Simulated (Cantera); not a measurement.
# Low-pressure radical oxidation in H2/O2

An isothermal, constant-pressure homogeneous reactor starts with 10.4 % H2, 49.5 % O2, 40.1 % N2, at 925 K and 0.0263 atm.

Model: the H2/O2 subset of GRI-Mech 3.0, which has no nitrogen chemistry, integrated in Cantera. Radical loss at walls, strong at low pressure, is not modelled. Below about 950 K walls govern HO2 and H2O2 in real vessels. The temperature is held fixed by assumption; the heat of reaction is taken as removed at once.

```
t (s)         x H2   x O2      x OH     x HO2       x O
--------  --------  -----  --------  --------  --------
1.00e-5      0.104  0.495    <1e-12  1.09e-12    <1e-12
4.06e-5      0.104  0.495    <1e-12  4.43e-12    <1e-12
0.000165     0.104  0.495  2.23e-12  1.83e-11  4.89e-12
0.000669     0.104  0.495  3.43e-11  8.61e-11  1.01e-10
0.00272      0.104  0.495   1.03e-7   4.83e-8   3.09e-7
0.0110     0.00322  0.465   0.00116   1.59e-5   0.00321
0.0448    0.000205  0.467   9.62e-5   4.02e-6  0.000105
0.182      2.22e-5  0.467   2.83e-5   7.12e-7   9.34e-6
0.739      1.37e-6  0.467   9.36e-6   8.20e-8   8.87e-7
3.00       4.56e-8  0.467   3.33e-6   1.02e-8   1.09e-7
```
x: mole fraction; the columns are a selection and need not sum to one.

Equilibrium at this temperature and pressure: H2 7.73e-12, O2 0.467, OH 7.49e-8, HO2 1.96e-10, O 5.65e-11 (gas phase only).
